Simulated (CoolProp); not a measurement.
C2F6 (R116) at several states: Z from the reference equation and from simpler models built on Tc = 19.9 °C, pc = 3.048 MPa, ω = 0.257; each cubic takes its own stable root.

The numbers come from the reference Helmholtz-energy equation of state, Lemmon 2006 in CoolProp. It is a short technical equation, of lower accuracy than the large ones.

```json
[
 {"T (°C)": "63.75", "p (MPa)": "1.62", "phase": "gas", "reference": "0.8840"},
 {"T (°C)": "-92.05", "p (MPa)": "0.809", "phase": "liquid", "reference": "0.04446"},
 {"T (°C)": "129.75", "p (MPa)": "0.0549", "phase": "gas", "reference": "0.9981"},
 {"T (°C)": "45.55", "p (MPa)": "14.3", "phase": "supercritical", "reference": "0.6603"}
]
```

Problem. How far does each simpler model (van der Waals, Redlich-Kwong, Soave-Redlich-Kwong, Peng-Robinson) lie from the reference over these 4 states: mean and median of the absolute difference, and the worst?

Solution. 
- van der Waals: mean 21.2 %, median 13.4 %, worst +58.0 % at -92.05 °C and 0.809 MPa
- Redlich-Kwong: mean 3.0 %, median 2.1 %, worst +7.7 % at -92.05 °C and 0.809 MPa
- Soave-Redlich-Kwong: mean 2.4 %, median 2.2 %, worst +5.2 % at 45.55 °C and 14.3 MPa
- Peng-Robinson: mean 3.5 %, median 3.3 %, worst -7.5 % at -92.05 °C and 0.809 MPa
